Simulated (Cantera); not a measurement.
Catalytic stagnation flow on Pt

A jet of H2 : O2 : N2 = 0.039 : 0.051 : 0.79 (molar parts) at 300 K and 63.8 Torr hits a platinum plate 6.2 cm away at a mass flux of 0.041 kg/m²/s; the plate temperature is set and raised in steps from an oxygen-covered start.

Model: Deutschmann's 1995 Pt surface mechanism with GRI-Mech 3.0 gas chemistry, integrated in Cantera. Catalytic surfaces can have several steady states; this one follows from the mechanism file's or the stated starting coverage.

```
plate T (K)  wall x H2  wall x O2  wall x H2O  wall x OH  θ free Pt   θ O*    θ OH*
-----------  ---------  ---------  ----------  ---------  ---------  -----  -------
700            0.00120     0.0118      0.0829      <1e-8      0.186  0.807  0.00638
750            0.00116     0.0118      0.0826      <1e-8      0.201  0.794  0.00477
800            0.00104     0.0117      0.0824      <1e-8      0.232  0.764  0.00378
850           0.000887     0.0116      0.0824    1.35e-8      0.284  0.713  0.00314
900           0.000748     0.0115      0.0824    4.34e-8      0.349  0.649  0.00264
```
x: mole fraction at the wall; θ: surface coverage.
